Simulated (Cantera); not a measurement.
## HgO + H2 (iron carbonyl, mercury and lead vapours)

Input: 1 mol HgO, 0.037 mol H2, held at 1573 K and 101000 Pa.

Method: chemical equilibrium by Gibbs-energy minimisation in Cantera with the NASA 1993 tables (ideal gas, pure condensed phases). Candidate condensed phases: H2O, Hg, HgO; 10 gas species. Equilibrium is a limit: real reactors are often held back by kinetics, nucleation or transport.

```
Item                                 Result
--------------------------------  ---------
x(Hg)                                 0.659
x(O2)                                 0.317
x(H2O)                               0.0243
x(OH)                               7.82e-5
x(O)                                5.84e-6
gas amount                        1.519 mol
log10 activity of Hg(l) (absent)      -3.00
```
